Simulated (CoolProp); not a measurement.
Isobutane at 298.15 K and 0.677 MPa flows at 13 m/s in a round tube of 10 mm bore and 1.5 µm roughness, fully developed (64/Re and Nu = 3.66 if laminar; Colebrook and Gnielinski if turbulent). Each further row changes one setting.

Model: reference Helmholtz-energy equation of state, Bücker 2006, in CoolProp.

| case | Reynolds number | Darcy friction factor | pressure drop (Pa/m) | heat-transfer coefficient (W/(m² K)) | mass flow (kg/h) |
|---|---|---|---|---|---|
| as stated | … | … | 70100 | 17500 | 2030 |
| velocity 26 m/s | 943000 | 0.0142 | 264000 | 33400 | 4050 |
| diameter 20 mm | 943000 | … | 30600 | 15800 | 8110 |

Problem. What belongs in the gaps?

Solution. 
- as stated, Reynolds number: 472000
- as stated, Darcy friction factor: 0.0150
- diameter 20 mm, Darcy friction factor: 0.0131

Viscosity comes from a separate model (Vogel 2000). Thermal conductivity comes from a separate model (Perkins 2002).
